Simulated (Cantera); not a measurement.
A perfectly stirred reactor is fed with 6.28 % H₂, 93.7 % O₂, equivalence ratio 0.034, at 0.0100 bar; it is held at 1150 K, and followed from long to short residence time.

Cantera simulation using the H2/O2 subset of GRI-Mech 3.0, which has no nitrogen chemistry; the numbers are that mechanism's predictions, not measurements. Radical loss at walls, strong at low pressure, is not modelled. The temperature is held fixed by assumption; the heat of reaction is taken as removed at once.

Problem. Predict: x(H₂) at τ = 19.0 s; x(O₂) at τ = 19.0 s; x(OH) at τ = 19.0 s; x(O) at τ = 19.0 s; x(H) at τ = 19.0 s; x(H₂) at τ = 76.0 ms; x(O₂) at τ = 76.0 ms; x(OH) at τ = 76.0 ms; x(O) at τ = 76.0 ms; x(H) at τ = 76.0 ms.

Solution. 
```json
{
 "x(H₂) at τ = 19.0 s": "4.84e-5",
 "x(O₂) at τ = 19.0 s": "0.934",
 "x(OH) at τ = 19.0 s": "0.000463",
 "x(O) at τ = 19.0 s": "0.000582",
 "x(H) at τ = 19.0 s": "2.48e-5",
 "x(H₂) at τ = 76.0 ms": "0.00129",
 "x(O₂) at τ = 76.0 ms": "0.917",
 "x(OH) at τ = 76.0 ms": "0.00266",
 "x(O) at τ = 76.0 ms": "0.0160",
 "x(H) at τ = 76.0 ms": "0.00400"
}
```
